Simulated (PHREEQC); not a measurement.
Consider water at 25 °C with 1.1 mmol/kgw NH4HF2, 0.81 mmol/kgw (NH4)2SiF6 and 2.1 mmol/kgw HBF4. Closed to the air; pH follows from the charge balance.

The numbers come from PHREEQC with the ion-association model, wateq4f.dat.

No solid was allowed to form.

### Question
Order these F species by the share of F that they hold, largest first: BF4-, BF3OH-, HF, SiF6-2, F-.

### Answer
BF4- (35 %), SiF6-2 (31 %), HF (21 %), F- (8.8 %), BF3OH- (3.0 %)

The pH is 2.77 and the ionic strength 0.00535 mol/kgw. SiF6-2 is the database's only silicon fluoride. Real BF4- forms and hydrolyses slowly; the run takes it at equilibrium.
